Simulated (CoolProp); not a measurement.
Vapour-liquid equilibrium of R143a (1) + R236FA (2) at 0.00915 MPa; x and y are mole fractions of (1).

Computed with CoolProp (multi-fluid Helmholtz-energy mixture model, Lemmon and Jacobsen 2000 and Pan 2012; pair parameters Bell 2016).

| x | bubble temperature (°C) | y at the bubble point | dew temperature at overall composition x (°C) | liquid density (mol/L) |
|---|---|---|---|---|
| 0.05 | -53.4 | 0.362 | -48.1 | 10.66 |
| 0.2 | -65.6 | 0.786 | -50.4 | 11.36 |
| 0.35 | -73.0 | 0.908 | -53.1 | 12.02 |
| 0.5 | -78.0 | 0.956 | -56.3 | 12.68 |
| 0.65 | -81.7 | 0.979 | -60.4 | 13.37 |
| 0.8 | -84.6 | 0.991 | -66.2 | 14.09 |
| 0.95 | -86.9 | 0.998 | -77.3 | 14.86 |

No azeotrope shows between x = 0.05 and 0.95.

Pair parameters are fitted to limited data, so mixtures are less certain than the pure fluids.
